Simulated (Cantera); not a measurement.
A freely propagating, adiabatic, planar premixed flame of 49.2 % H₂, 10.7 % O₂, 40.2 % N₂, equivalence ratio 2.3, unburnt at 675 K and 6.51 atm; multicomponent+Soret transport, grid criteria slope 0.08 and curve 0.16, no radiation.

Cantera simulation using the H2/O2 subset of GRI-Mech 3.0, which has no nitrogen chemistry; the numbers are that mechanism's predictions, not measurements. The hydrogen kinetics of GRI-Mech 3.0 are dated; newer H2 mechanisms differ, most at raised pressure. Burning velocities carry a grid error of a few per cent, more on coarse grids.

x: mole fraction of selected species; z is measured from the peak of heat release.

| z (mm) | T (K) | u (m/s) | x H₂ | x O₂ | x OH | x HO₂ | x H₂O₂ | x O |
|---|---|---|---|---|---|---|---|---|
| -0.129 | 675 | 10.3 | 0.492 | 0.107 | <1e-8 | <1e-8 | <1e-8 | <1e-8 |
| -0.0858 | 675 | 10.3 | 0.492 | 0.107 | <1e-8 | <1e-8 | <1e-8 | <1e-8 |
| -0.0644 | 675 | 10.3 | 0.491 | 0.107 | <1e-8 | (withheld) | <1e-8 | <1e-8 |
| -0.0429 | 676 | 10.3 | 0.490 | 0.107 | <1e-8 | (withheld) | 2.88e-8 | 2.05e-8 |
| -0.0215 | 733 | 10.8 | 0.470 | 0.109 | 8.73e-5 | 0.000678 | 1.52e-5 | 1.82e-5 |
| -0.0107 | 997 | 14.2 | 0.434 | 0.101 | 0.000764 | 0.000656 | 4.17e-5 | 0.000300 |
| 0 | 1384 | 19.5 | 0.373 | 0.0689 | 0.00185 | (withheld) | 1.34e-5 | 0.00149 |
| 0.0107 | 1664 | 23.3 | 0.313 | 0.0301 | 0.00310 | (withheld) | 2.86e-6 | 0.00184 |
| 0.0215 | 1807 | 25.2 | 0.285 | 0.0102 | 0.00350 | (withheld) | 1.45e-6 | 0.00114 |
| 0.0429 | 1930 | 26.8 | 0.278 | 0.00127 | 0.00352 | (withheld) | 6.02e-7 | 0.000521 |
| 0.0858 | 2032 | 28.1 | 0.285 | 0.000150 | 0.00311 | (withheld) | 2.89e-7 | 0.000290 |
| 0.172 | 2120 | 29.1 | 0.293 | 5.19e-5 | 0.00239 | (withheld) | 1.44e-7 | 0.000141 |
| 0.343 | 2186 | 29.9 | 0.299 | 2.09e-5 | 0.00162 | (withheld) | 6.69e-8 | 5.71e-5 |

Fill in the missing entries.


- -0.0644, x HO₂: 1.08e-7
- -0.0429, x HO₂: 4.33e-6
- 0, x HO₂: 0.000319
- 0.0107, x HO₂: 0.000131
- 0.0215, x HO₂: 4.30e-5
- 0.0429, x HO₂: 5.14e-6
- 0.0858, x HO₂: 7.50e-7
- 0.172, x HO₂: 3.15e-7
- 0.343, x HO₂: 1.32e-7
